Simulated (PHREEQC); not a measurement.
Solution (27 °C): 0.041 mol HF, 0.0003 mol NH4HF2 and 0.0038 mol H2SO4 per kg of water. Closed to the air; pH follows from the charge balance.

Computed with PHREEQC (ion-association model, phreeqc.dat).

```tsv
quantity	before	after
pH	2.07	2.55
ionic strength (mol/kgw)	0.0121	0.00365
HF (mol/kgw)	0.0375	0.00661
F- (mol/kgw)	0.00316	0.00162
HF2- (mol/kgw)	0.000462	4.18e-5
```

### Question
What was changed between the two runs?
A) diluted 5-fold with water
B) NH4HF2 left out
C) diluted 100-fold with water
D) HF from 0.041 to 0.082 mol/kgw
E) H2SO4 left out

### Answer
A, diluted 5-fold with water

This is a speciation only: nothing precipitates in the calculation.
